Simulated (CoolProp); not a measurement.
C2F6 (R116) at 291.96 K and 0.496 MPa is throttled through a valve to 0.0394 MPa with no heat exchange. Each further row changes one setting.

Values from CoolProp's reference Helmholtz-energy equation of state, Lemmon 2006. It is a short technical equation, of lower accuracy than the large ones.

```json
[
 {"case": "as stated", "temperature change (K)": "…", "final density (kg/m³)": "…"},
 {"case": "outlet pressure 0.0118 MPa", "temperature change (K)": "-4.4", "final density (kg/m³)": "…"},
 {"case": "outlet pressure 0.0512 MPa", "temperature change (K)": "…", "final density (kg/m³)": "2.97"}
]
```

Fill in the missing entries.


- as stated, temperature change (K): -4.2
- as stated, final density (kg/m³): 2.28
- outlet pressure 0.0118 MPa, final density (kg/m³): 0.682
- outlet pressure 0.0512 MPa, temperature change (K): -4.1
